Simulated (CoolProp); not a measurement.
n-perfluorobutane along the isobar 0.629 MPa: density (kg/m³) from the reference equation and from simpler models built on Tc = 113.2 °C, pc = 2.322 MPa, ω = 0.372; each cubic takes its own stable root.

The numbers come from the reference Helmholtz-energy equation of state, Gao 2022 in CoolProp.

| T (°C) | phase | reference | Redlich-Kwong | Peng-Robinson |
|---|---|---|---|---|
| -60.95 | liquid | 1801 | 1626 | 1902 |
| -50.55 | liquid | 1765 | 1595 | 1874 |
| -40.15 | liquid | 1730 | 1563 | 1844 |
| -29.75 | liquid | 1695 | 1529 | 1811 |
| -19.35 | liquid | 1659 | 1493 | 1776 |
| -8.95 | liquid | 1623 | 1454 | 1738 |
| 1.45 | liquid | 1587 | 1414 | 1697 |
| 11.85 | liquid | 1549 | 1370 | 1653 |
| 22.25 | liquid | 1509 | 1324 | 1603 |
| 32.65 | liquid | 1468 | 1272 | 1548 |
